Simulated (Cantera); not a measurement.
An isothermal, constant-pressure homogeneous reactor starts with C₃H₈ : H₂ = 1 : 11 (molar parts), at 1225 K and 0.308 Torr.

Computed with Cantera and GRI-Mech 3.0 (53 species, 325 reactions). GRI-Mech 3.0 was tuned for natural gas; its chemistry of propane as a main component is partial and can be far from experiment. GRI-Mech 3.0 stops at C3 and has no aromatics, soot or wall deposition, so with more carbon than oxygen in the feed, carbon stays in small species such as C2H2 where larger ones or solid carbon would form. Radical loss at walls, strong at low pressure, is not modelled.

**Question.** Predict: x(H₂) at 70.0 s; x(C₂H₆) at 70.0 s; x(CH₃) at 70.0 s.

**Answer.** 
- x(H₂) at 70.0 s = 0.848 (gas-phase equilibrium 0.898)
- x(C₂H₆) at 70.0 s = 1.26e-6 (gas-phase equilibrium 1.24e-8)
- x(CH₃) at 70.0 s = 3.79e-6 (gas-phase equilibrium 1.11e-6)
